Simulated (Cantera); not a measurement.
Mixture: CH4 : O2 : N2 = 1 : 1.82 : 10 (molar parts), equivalence ratio 1.1, at 4.30 bar, adiabatic and at constant volume. Ignition delay is the time to a rise of 400 K.

Detailed kinetics in Cantera: GRI-Mech 3.0 (53 species, 325 reactions).

Question: What does this change do: pressure from 4.30 bar to 4.10 bar?

Answer: 
```tsv
quantity	before	after
delay at 1048 K	0.142 s	0.150 s
delay at 1098 K	67.7 ms	71.4 ms
delay at 1148 K	33.6 ms	35.3 ms
delay at 1198 K	17.2 ms	18.1 ms
delay at 1248 K	9.08 ms	9.52 ms
delay at 1298 K	4.93 ms	5.15 ms
delay at 1348 K	2.74 ms	2.86 ms
apparent activation energy between 1248 and 1348 K	170 kJ/mol	170 kJ/mol
```

Question: What does this change do: O2 1.82 to 2.5 parts?

Answer: 
```csv
quantity,before,after
delay at 1048 K,0.142 s,91.9 ms
delay at 1098 K,67.7 ms,43.3 ms
delay at 1148 K,33.6 ms,21.3 ms
delay at 1198 K,17.2 ms,10.9 ms
delay at 1248 K,9.08 ms,5.71 ms
delay at 1298 K,4.93 ms,3.10 ms
delay at 1348 K,2.74 ms,1.73 ms
apparent activation energy between 1248 and 1348 K,170 kJ/mol,170 kJ/mol
```
